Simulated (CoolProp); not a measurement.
A single-stage vapour-compression cycle with isobutane: evaporating at 299.15 K (dew point), condensing at 345.15 K (bubble point), superheat 2 K, subcooling 2 K, compressor efficiency 0.9, no pressure losses. Each further row changes one setting.

The numbers come from the reference Helmholtz-energy equation of state, Bücker 2006 in CoolProp.

```tsv
case	cooling COP	pressure ratio	discharge temperature (K)	refrigerating effect (kJ/kg)	volumetric capacity (kJ/m³)
as stated	4.44	3.15	345.1	217	2010
evaporating temperature 304.15 K	5.21	2.73	345.1	223	2380
condensing temperature 340.15 K	5.20	2.82	340.1	231	2140
subcooling 7 K	4.72	3.15	345.1	231	2140
superheat 12 K	4.56	3.15	351.5	235	2090
compressor efficiency 0.8	3.94	3.15	345.1	217	2010
```

The compression ends wet for: as stated; evaporating temperature 304.15 K; condensing temperature 340.15 K; subcooling 7 K; compressor efficiency 0.8.
